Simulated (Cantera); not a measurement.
An adiabatic, constant-volume homogeneous reactor starts with C₃H₈ : O₂ : N₂ = 1 : 4.17 : 15.7 (molar parts), equivalence ratio 1.2, at 1525 K and 1.00 atm. Integrator tolerance rtol = 1e-08.

Detailed kinetics in Cantera: GRI-Mech 3.0 (53 species, 325 reactions). GRI-Mech 3.0 was tuned for natural gas; its chemistry of propane as a main component is partial and can be far from experiment.

**Question.** What does this change do: O2 4.17 to 2.6 parts?

**Answer.** 
```csv
quantity,before,after
time of steepest temperature rise,58.5 µs,87.2 µs
temperature at 0.200 s,2983 K,2654 K
equilibrium temperature,2983 K,2654 K
x(C₃H₈) at 0.200 s,<1e-12 (gas-phase equilibrium <1e-12),<1e-12 (gas-phase equilibrium <1e-12)
x(O₂) at 0.200 s,0.0118 (gas-phase equilibrium 0.0118),5.23e-5 (gas-phase equilibrium 5.23e-5)
x(HCO) at 0.200 s,2.56e-7 (gas-phase equilibrium 2.56e-7),2.78e-7 (gas-phase equilibrium 2.78e-7)
x(C₂H) at 0.200 s,<1e-12 (gas-phase equilibrium <1e-12),<1e-12 (gas-phase equilibrium <1e-12)
x(NO₂) at 0.200 s,2.11e-6 (gas-phase equilibrium 2.11e-6),7.62e-9 (gas-phase equilibrium 7.62e-9)
```

**Question.** What does this change do: constant pressure in place of constant volume?

**Answer.** 
| quantity | before | after |
|---|---|---|
| time of steepest temperature rise | 58.5 µs | 66.2 µs |
| temperature at 0.200 s | 2983 K | 2794 K |
| equilibrium temperature | 2983 K | 2794 K |
| x(C₃H₈) at 0.200 s | <1e-12 (gas-phase equilibrium <1e-12) | <1e-12 (gas-phase equilibrium <1e-12) |
| x(O₂) at 0.200 s | 0.0118 (gas-phase equilibrium 0.0118) | 0.00966 (gas-phase equilibrium 0.00966) |
| x(HCO) at 0.200 s | 2.56e-7 (gas-phase equilibrium 2.56e-7) | 9.95e-8 (gas-phase equilibrium 9.95e-8) |
| x(C₂H) at 0.200 s | <1e-12 (gas-phase equilibrium <1e-12) | <1e-12 (gas-phase equilibrium <1e-12) |
| x(NO₂) at 0.200 s | 2.11e-6 (gas-phase equilibrium 2.11e-6) | 1.05e-6 (gas-phase equilibrium 1.05e-6) |

**Question.** What does this change do: pressure from 1.00 atm to 4.93 atm?

**Answer.** 
| quantity | before | after |
|---|---|---|
| time of steepest temperature rise | 58.5 µs | 21.6 µs |
| temperature at 0.200 s | 2983 K | 3137 K |
| equilibrium temperature | 2983 K | 3137 K |
| x(C₃H₈) at 0.200 s | <1e-12 (gas-phase equilibrium <1e-12) | <1e-12 (gas-phase equilibrium <1e-12) |
| x(O₂) at 0.200 s | 0.0118 (gas-phase equilibrium 0.0118) | 0.00884 (gas-phase equilibrium 0.00884) |
| x(HCO) at 0.200 s | 2.56e-7 (gas-phase equilibrium 2.56e-7) | 7.20e-7 (gas-phase equilibrium 7.20e-7) |
| x(C₂H) at 0.200 s | <1e-12 (gas-phase equilibrium <1e-12) | <1e-12 (gas-phase equilibrium <1e-12) |
| x(NO₂) at 0.200 s | 2.11e-6 (gas-phase equilibrium 2.11e-6) | 3.89e-6 (gas-phase equilibrium 3.89e-6) |
Above 3000 K some thermodynamic fits are extrapolated.
